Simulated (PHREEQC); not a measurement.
Consider water at 76 °C with 6.3 mmol/kgw FeSO4, 14 mmol/kgw CaCl2 and 0.6 mmol/kgw NaF. Closed to the air; pH follows from the charge balance.

All values are PHREEQC results (ion-association model, phreeqc.dat), not measurements.

Each row changes one thing in this solution. Precipitation was switched off in this run.

```csv
case,pH,ionic strength (mol/kgw),Ca+2 (mol/kgw),Fe+2 (mol/kgw),SO4-2 (mol/kgw),CaSO4 (mol/kgw),SI of Gypsum (CaSO4:2H2O),SI of Melanterite (FeSO4:7H2O)
as made,5.61,0.0559,0.0123,0.00502,0.00336,0.00175,-0.42,-3.76
NaF left out,5.46,0.0553,0.0122,0.00502,0.00335,0.00176,-0.42,-3.75
temperature from 76 to 5 °C,6.47,0.0588,0.0124,0.00560,0.00412,0.00159,-0.37,-2.82
FeSO4 from 0.0063 to 0.00693 mol/kgw,5.60,0.0571,0.0121,0.00544,0.00368,0.00187,-0.39,-3.69
diluted 100-fold with water,6.10,0.000667,0.000138,6.13e-5,6.03e-5,1.59e-6,-3.47,-6.78
diluted 2-fold with water,5.64,0.0288,0.00626,0.00261,0.00190,0.000742,-0.80,-4.13
```

Some of these states are supersaturated (in Fluorite, for instance). At this temperature some constants are extrapolated from 25 °C, and those without enthalpy data are left unchanged. Fluoro complexes past AlF4- and FeF3 are missing from the database.
